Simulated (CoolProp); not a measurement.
A closed Brayton cycle with nitrogen: compressor inlet 314.15 K and 1.7 MPa, high pressure 5.02 MPa, turbine inlet 745 K, compressor efficiency 0.85, turbine efficiency 0.93, recuperator effectiveness 0.8 (on enthalpy, no pinch check). Each further row changes one setting.

Model: reference Helmholtz-energy equation of state, Span 2000, in CoolProp.

| case | thermal efficiency (%) | net work (kJ/kg) | compressor to turbine work | compressor exit (K) | turbine exit (K) |
|---|---|---|---|---|---|
| as stated | 24.7 | 54.9 | 0.72 | 448.6 | 567.2 |
| turbine inlet 695 K | [?] | 41.6 | 0.77 | 448.6 | 527.8 |
| compressor inlet 324.15 K | [?] | [?] | 0.74 | [?] | 567.2 |
| high pressure 4.27 MPa | 25.7 | 53.1 | 0.69 | [?] | [?] |
| recuperator effectiveness 0.5 | 21.1 | 54.9 | 0.72 | 448.6 | 567.2 |

Task: What belongs in the gaps?

Result: 
- turbine inlet 695 K, thermal efficiency (%): 20.7
- compressor inlet 324.15 K, thermal efficiency (%): 22.9
- compressor inlet 324.15 K, net work (kJ/kg): 50.3
- compressor inlet 324.15 K, compressor exit (K): 462.7
- high pressure 4.27 MPa, compressor exit (K): 425.9
- high pressure 4.27 MPa, turbine exit (K): 591.0
